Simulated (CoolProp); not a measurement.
Vapour-liquid equilibrium of dimethyl ether (1) + ethanol (2) at 578 kPa; x and y are mole fractions of (1).

Model: multi-fluid Helmholtz-energy mixture model, Wu 2011 and Schroeder 2014; pair parameters Bell 2016, in CoolProp.

```
x     bubble temperature (K)  y at the bubble point  dew temperature at overall composition x (K)  liquid density (mol/L)
----  ----------------------  ---------------------  --------------------------------------------  ----------------------
0.05                   386.5                      …                                         401.6                       …
0.2                    346.9                  0.865                                         395.8                   15.59
0.35                   326.9                  0.950                                         389.1                   15.68
0.5                    316.3                  0.974                                         381.0                       …
0.65                   309.6                  0.985                                         370.8                   15.28
0.8                        …                  0.992                                             …                   14.94
0.95                   299.3                  0.998                                         326.8                   14.53
```

Question: Fill in the missing entries.

Answer: 
- 0.05, y at the bubble point: 0.401
- 0.05, liquid density (mol/L): 15.02
- 0.5, liquid density (mol/L): 15.54
- 0.8, bubble temperature (K): 304.4
- 0.8, dew temperature at overall composition x (K): 356.3

No azeotrope shows between x = 0.05 and 0.95.

Pair parameters are fitted to limited data, so mixtures are less certain than the pure fluids.
